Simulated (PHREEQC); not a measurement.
A solution holds 0.16 mol/kgw NH4HS and 0.0011 mol/kgw FeCl2, at 25 °C. Closed to the air; pH follows from the charge balance.

All values are PHREEQC results (ion-association model, phreeqc.dat), not measurements.

```tsv
quantity	before	after
pH	8.10	8.10
NH3 (mol/kgw)	0.00738	0.0104
```

### Question
Which change was made?
A) diluted 10-fold with water
B) 0.054 mol/kgw HBr added
C) FeCl2 left out
D) NH4HS replaced by (NH4)2HPO4 at the same molality
E) NH4HS from 0.16 to 0.24 mol/kgw

### Answer
E, NH4HS from 0.16 to 0.24 mol/kgw

This is a speciation only: nothing precipitates in the calculation. Some of these states are supersaturated (in Mackinawite, for instance).
